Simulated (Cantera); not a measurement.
A closed system holds: 1 mol Fe₃O₄, 30 mol H₂, 1.3 mol H₂O, held at 133 Pa.

Equilibrium computed with Cantera from the NASA thermochemical tables; the gas is ideal and each condensed phase is pure. Candidate condensed phases: Fe, FeO, Fe(OH)₂, Fe(OH)₃, Fe₂O₃, Fe₃O₄, H₂O; 12 gas species. Kinetics and transport are ignored.

Q: Which condensed phases are stable at each of these points (T (K)): 1600, 1650, 1700, 1750, 1800, 1850, 1900, 1950, 2000, 2050, 2100?

A: 
| T (K) | condensed phases | Fe condensed (%) |
|---|---|---|
| 1600 | Fe(γ) | 99.1 |
| 1650 | Fe(γ) | 97.9 |
| 1700 | Fe(δ) | 95.0 |
| 1750 | Fe(δ) | 88.9 |
| 1800 | Fe(δ) | 76.2 |
| 1850 | Fe(l) | 51.6 |
| 1900 | Fe(l) | 3.5 |
| 1950 | gas only | 0.0 |
| 2000 | gas only | 0.0 |
| 2050 | gas only | 0.0 |
| 2100 | gas only | 0.0 |

From 1600 K to 1650 K the condensed part is Fe(γ). From 1700 K to 1800 K the condensed part is Fe(δ). From 1850 K to 1900 K the condensed part is Fe(l). From 1950 K to 2100 K nothing is condensed.
